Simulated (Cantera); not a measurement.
Input: 1 mol SiC, 0.013 mol CO2, 7.2 mol H2, held at 1000 Pa.

Equilibrium computed with Cantera from the NASA thermochemical tables; the gas is ideal and each condensed phase is pure. Candidate condensed phases: C, C6H6, C7H8, C8H18, H2O, Si, SiC, SiO2; 123 gas species. Gases not in the tables: Si2H6 and higher silanes. Kinetics and transport are ignored. All values below are at 2050 K.

Base state: H2 0.972, H 0.0224, CO 0.00330, Si 0.00139, SiO 0.000257, C2H2 (acetylene) 0.000138, SiH 8.29e-5, Si2C 4.68e-5 (mole fractions); condensed: SiC(s).

**Question.** What changes in the equilibrium state with this change: pressure from 1000 Pa to 100000 Pa?

**Answer.** 
```csv
species,before,after
H2,0.972,0.994
CO,0.00330,0.00268
H,0.0224,0.00226
Si,0.00139,2.90e-5
SiO,0.000257,0.000914
CH4,1.29e-6,6.44e-5
Si2C,4.68e-5,9.77e-7
SiH,8.29e-5,1.75e-5
C2H2 (acetylene),0.000138,3.23e-5
SiH2,2.45e-5,5.23e-5
"SiC(s), mol",0.986,0.993
```
